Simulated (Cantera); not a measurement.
Charge: 1 mol CuO, 1.2 mol C, 13 mol N2, at 1725 °C and 94.0 mbar.

These are equilibrium values from Cantera (NASA tables, ideal gas, pure condensed phases), not measurements of a reactor. Candidate condensed phases: C, Cu, CuO, Cu2O; 27 gas species. Kinetics and transport are ignored.

Base state: N2 0.887, CO 0.0682, Cu 0.0450, Cu2 0.000185 (mole fractions); condensed: C(graphite) + Cu(l).

**Question.** What changes in the equilibrium state with this change: temperature from 1725 °C to 2302 °C?

**Answer.** 
| species | before | after |
|---|---|---|
| N2 | 0.887 | 0.866 |
| CO | 0.0682 | 0.0666 |
| Cu | 0.0450 | 0.0666 |
| C3 | <1e-9 | 1.64e-5 |
| CN | 1.69e-6 | 0.000573 |
| C(graphite), mol | 0.200 | 0.187 |
| Cu(l), mol | 0.335 | 0 |
